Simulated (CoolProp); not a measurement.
Vapour-liquid equilibrium of sulfur dioxide (1) + toluene (2) at 0.306 bar; x and y are mole fractions of (1).

Computed with CoolProp (multi-fluid Helmholtz-energy mixture model, Gao 2016 and Lemmon 2006; pair parameters Bell 2016).

| x | bubble temperature (K) | y at the bubble point | dew temperature at overall composition x (K) | liquid density (mol/L) |
|---|---|---|---|---|
| 0.05 | 313.9 | 0.743 | 345.0 | 9.498 |
| 0.2 | 275.2 | 0.973 | 340.4 | 10.98 |
| 0.35 | 259.8 | 0.993 | 335.1 | 12.48 |
| 0.5 | 251.5 | 0.997 | 328.8 | 14.21 |
| 0.65 | 246.4 | 0.999 | 320.6 | 16.30 |
| 0.8 | 242.9 | 0.999 | 308.8 | 18.93 |
| 0.95 | 240.1 | 1.000 | 284.4 | 22.38 |

No azeotrope shows between x = 0.05 and 0.95.

The pair parameters rest on a limited set of measurements; away from them the model extrapolates. The gap from Raoult's law changes sign with composition, which may be real or a fault of the pair parameters; it wasn't checked against measurements.
